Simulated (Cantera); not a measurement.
An adiabatic, constant-pressure homogeneous reactor starts with 13.2 % H₂, 17.8 % O₂, 67.0 % N₂, 1.98 % H₂O, at 1498 K and 0.500 bar.

Detailed kinetics in Cantera: GRI-Mech 3.0 (53 species, 325 reactions).

Problem. Predict: time of steepest temperature rise; temperature at 0.300 s; equilibrium temperature; x(H₂) at 0.300 s; x(O₂) at 0.300 s; x(H₂O) at 0.300 s; x(H₂O₂) at 0.300 s; x(NO) at 0.300 s; x(O) at 0.300 s; x(OH) at 0.300 s.

Solution. 
* **time of steepest temperature rise**: 31.3 µs
* **temperature at 0.300 s**: 2317 K
* **equilibrium temperature**: 2316 K
* **x(H₂) at 0.300 s**: 0.00151 (gas-phase equilibrium 0.00151)
* **x(O₂) at 0.300 s**: 0.111 (gas-phase equilibrium 0.111)
* **x(H₂O) at 0.300 s**: 0.155 (gas-phase equilibrium 0.155)
* **x(H₂O₂) at 0.300 s**: 1.68e-7 (gas-phase equilibrium 1.68e-7)
* **x(NO) at 0.300 s**: 0.0109 (gas-phase equilibrium 0.0112)
* **x(O) at 0.300 s**: 0.00260 (gas-phase equilibrium 0.00259)
* **x(OH) at 0.300 s**: 0.00987 (gas-phase equilibrium 0.00985)
